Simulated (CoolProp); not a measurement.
Vapour-liquid equilibrium of R22 (1) + cyclohexane (2) at 338.8 K; x and y are mole fractions of (1).

The numbers come from the multi-fluid Helmholtz-energy mixture model, Kamei 1995 and Zhou 2014; pair parameters Bell 2016 in CoolProp.

Question: Give the bubble pressure and the first vapour's composition at x = 0.425, 0.65, 0.725. Is there an azeotrope?

Answer: x = 0.425: 14.58 bar, y = 0.954; x = 0.65: 18.61 bar, y = 0.967; x = 0.725: 19.97 bar, y = 0.971. No azeotrope shows between x = 0.05 and 0.95.

Pair parameters are fitted to limited data, so mixtures are less certain than the pure fluids. The gap from Raoult's law changes sign with composition, which may be real or a fault of the pair parameters; it wasn't checked against measurements. With so large a gap from Raoult's law the liquid may split in two, which this calculation doesn't test in full.
